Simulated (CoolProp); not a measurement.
Vapour-liquid equilibrium of n-octane (1) + n-dodecane (2) at 122 kPa; x and y are mole fractions of (1).

Values from CoolProp's multi-fluid Helmholtz-energy mixture model, Beckmüller 2019 and Lemmon 2004; pair parameters Bell 2016.

| x | bubble temperature (K) | y at the bubble point | dew temperature at overall composition x (K) | liquid density (mol/L) |
|---|---|---|---|---|
| 0.05 | 488.0 | 0.223 | 495.4 | 3.540 |
| 0.125 | 475.3 | 0.467 | 492.4 | [?] |
| 0.2 | 464.3 | 0.631 | 489.1 | 3.820 |
| 0.275 | 454.7 | 0.741 | 485.6 | 3.955 |
| 0.35 | 446.4 | 0.817 | 481.9 | 4.088 |
| 0.425 | 439.2 | 0.869 | 477.8 | 4.220 |
| 0.5 | 432.9 | 0.907 | 473.3 | 4.353 |
| 0.575 | 427.3 | 0.934 | 468.4 | 4.487 |
| 0.65 | 422.4 | 0.954 | 462.8 | 4.623 |
| 0.725 | 418.1 | 0.969 | 456.2 | 4.761 |
| 0.8 | 414.2 | 0.981 | 448.4 | 4.901 |
| 0.875 | 410.7 | 0.989 | 438.3 | 5.045 |
| 0.95 | 407.6 | 0.996 | [?] | [?] |

Q: Complete the blanks.

A: 
- 0.125, liquid density (mol/L): 3.682
- 0.95, dew temperature at overall composition x (K): 423.5
- 0.95, liquid density (mol/L): 5.193

No azeotrope shows between x = 0.05 and 0.95.

The pair parameters rest on a limited set of measurements; away from them the model extrapolates.
